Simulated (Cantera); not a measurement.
Feed: 1 mol Si, 3.5 mol CO2, 44 mol H2, equilibrated at 173 Torr.

Method: chemical equilibrium by Gibbs-energy minimisation in Cantera with the NASA 1993 tables (ideal gas, pure condensed phases). Candidate condensed phases: C, C6H6, C7H8, C8H18, H2O, Si, SiC, SiO2; 123 gas species. The tables hold silica as quartz up to 1696 K and as liquid above; real silica turns to tridymite and cristobalite and melts near 1996 K. Kinetics and transport are ignored.

Problem. At 2000 K, list the 4 most abundant gas species with their mole fractions, and the condensed phases.

Solution. H2 0.879, CO 0.0724, H2O 0.0379, SiO 0.00726. Condensed: SiO2(l).
